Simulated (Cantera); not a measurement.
Input (Python, Cantera):

```python
import numpy as np
import cantera as ct

gas = ct.Solution("gri30.yaml")
gas.TPX = 1100, 76000, {'CH4': 0.0023, 'O2': 0.0071, 'N2': 1}
reactor = ct.IdealGasConstPressureReactor(gas, energy="off", clone=False)
net = ct.ReactorNet([reactor])
net.rtol, net.atol = 1e-08, 1e-18
show = ['CH4', 'O2', 'OH', 'H2O2', 'C2H6']
times = np.geomspace(2e-05, 30, 15)

steps = ct.SolutionArray(gas, extra=["t"])
rows = []
print(f"{'t/s':>10s}{'T/K':>9s}{'P/Pa':>11s}" + "".join(f"{s:>11s}" for s in show))
for t in times:
    while net.time < t:
        t_next = net.step()
        steps.append(gas.state, t=t_next)
    rows.append([np.interp(t, steps.t, y) for y in (steps.T, steps.P, *steps(*show).X.T)])
    print(f"{t:10.3e}{rows[-1][0]:9.1f}{rows[-1][1]:11.4g}" + "".join(f"{x:11.3e}" for x in rows[-1][2:]))
rate = np.gradient(steps.T, steps.t)
print("integrator steps:", len(steps.t))
if steps.T.max() > steps.T[0] + 200:
    print(f"time of steepest temperature rise: {steps.t[rate.argmax()]:.4e} s")
gas.TPX = 1100, 76000, {'CH4': 0.0023, 'O2': 0.0071, 'N2': 1}
gas.equilibrate("TP")
print(f"equilibrium (TP): T = {gas.T:.1f} K  " + "  ".join(f"{s} {gas[s].X[0]:.3e}" for s in show))
```

Result:

```
       t/s      T/K       P/Pa        CH4         O2         OH       H2O2       C2H6
 2.000e-05   1100.0    7.6e+04  2.279e-03  7.034e-03  4.753e-15  5.795e-17  8.329e-22
 5.523e-05   1100.0    7.6e+04  2.279e-03  7.034e-03  2.506e-14  4.393e-16  1.783e-20
 1.525e-04   1100.0    7.6e+04  2.279e-03  7.034e-03  8.063e-14  3.280e-15  3.890e-19
 4.212e-04   1100.0    7.6e+04  2.279e-03  7.034e-03  1.300e-13  2.365e-14  8.762e-18
 1.163e-03   1100.0    7.6e+04  2.279e-03  7.034e-03  1.773e-13  1.550e-13  1.945e-16
 3.212e-03   1100.0    7.6e+04  2.279e-03  7.034e-03  3.187e-13  8.222e-13  4.329e-15
 8.870e-03   1100.0    7.6e+04  2.279e-03  7.034e-03  7.521e-13  3.128e-12  1.023e-13
 2.449e-02   1100.0    7.6e+04  2.279e-03  7.034e-03  2.118e-12  8.947e-12  2.848e-12
 6.764e-02   1100.0    7.6e+04  2.279e-03  7.034e-03  7.106e-12  1.986e-11  1.084e-10
 1.868e-01   1100.0    7.6e+04  2.278e-03  7.034e-03  2.559e-11  2.485e-11  5.351e-09
 5.159e-01   1100.0    7.6e+04  2.278e-03  7.033e-03  4.848e-11  2.790e-11  9.578e-08
 1.425e+00   1100.0    7.6e+04  2.275e-03  7.032e-03  7.917e-11  6.193e-11  5.806e-07
 3.934e+00   1100.0    7.6e+04  2.260e-03  7.022e-03  2.236e-10  2.394e-10  3.956e-06
 1.086e+01   1100.0    7.6e+04  1.929e-03  6.788e-03  5.699e-09  4.778e-09  5.585e-05
 3.000e+01   1100.0    7.6e+04 -8.145e-20  2.477e-03  1.310e-07  1.155e-11  4.740e-27
integrator steps: 2798
equilibrium (TP): T = 1100.0 K  CH4 7.604e-41  O2 2.471e-03  OH 5.137e-08  H2O2 1.785e-12  C2H6 1.631e-74
```

Model: GRI-Mech 3.0 (53 species, 325 reactions), integrated in Cantera.
